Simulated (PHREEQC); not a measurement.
## Polishing slurry liquid

A solution holds 0.024 mol/kgw TMAH, 0.00031 mol/kgw K2SO4 and 0.0067 mol/kgw KH2PO4, at 25 °C. Closed to the air; pH follows from the charge balance.

The numbers come from PHREEQC with the ion-association model, phreeqc.dat.

```
Property                  Result
----------------  --------------
pH                         12.04
ionic strength    0.0460 mol/kgw
total alkalinity     24.0 meq/kg
```

| species | molality | activity | log γ |
|---|---|---|---|
| (CH3)4N+ | 0.0240 | 0.0197 | -0.085 |
| OH- | 0.0135 | 0.0110 | -0.088 |
| K+ | 0.00729 | 0.00597 | -0.087 |
| PO4-3 | 0.00385 | 0.000657 | -0.768 |
| HPO4-2 | 0.00283 | 0.00134 | -0.324 |
| SO4-2 | 0.000303 | 0.000143 | -0.325 |
| KHPO4- | 1.87e-5 | 1.56e-5 | -0.079 |
| KSO4- | 7.20e-6 | 6.00e-6 | -0.079 |
| H2PO4- | 2.39e-8 | 1.99e-8 | -0.079 |

This is a speciation only: nothing precipitates in the calculation. Complexes and solids missing from the database can't appear. (CH3)4N+ isn't in the database: it is added as a free cation with an ion size of 4 Å.
